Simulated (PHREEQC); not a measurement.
Solution A (1.3 mol NaCl and 0.0062 mol K2SO4 per kg of water) is mixed with solution B (0.069 mol KOH, 0.0021 mol Na2B4O7 and 2.2e-07 mol H4SiO4 per kg of water) at 5 °C; shares are by mass of water, 1 kg in all. The system is closed to CO2. Only these solids could form: Arcanite, Glaserite, Halite, Mirabilite, Misenite, SiO2(a), Sylvite, Thenardite, Borax, Boric_acid,s, KB5O8:4H2O, K2B4O7:4H2O, NaBO2:4H2O, NaB5O8:5H2O, Teepleite.

Computed with PHREEQC (Pitzer model, pitzer.dat).

| share of solution B | pH | H2SiO4-2 (mol/kgw) | H3SiO4- (mol/kgw) |
|---|---|---|---|
| 0 | 7.22 | 0 | 0 |
| 0.1 | … | 6.62e-9 | 1.53e-8 |
| 0.2 | 12.60 | 1.94e-8 | 2.46e-8 |
| 0.3 | 12.78 | 3.42e-8 | 3.18e-8 |
| 0.4 | 12.92 | … | … |
| 0.5 | 13.03 | 6.49e-8 | 4.51e-8 |
| 0.6 | 13.12 | … | 5.24e-8 |
| 0.7 | … | 9.30e-8 | … |
| 0.8 | 13.28 | … | 7.16e-8 |
| 0.9 | 13.36 | 1.12e-7 | 8.58e-8 |
| 1 | 13.46 | 1.12e-7 | 1.08e-7 |

Complete the blanks.


- 0.1, pH: 12.29
- 0.4, H2SiO4-2 (mol/kgw): 4.96e-8
- 0.4, H3SiO4- (mol/kgw): 3.84e-8
- 0.6, H2SiO4-2 (mol/kgw): 7.96e-8
- 0.7, pH: 13.21
- 0.7, H3SiO4- (mol/kgw): 6.10e-8
- 0.8, H2SiO4-2 (mol/kgw): 1.04e-7

Species that the database lacks are ignored. In brines, pH and single-ion activities rest on the MacInnes convention. At this temperature some constants are extrapolated from 25 °C, and those without enthalpy data are left unchanged.
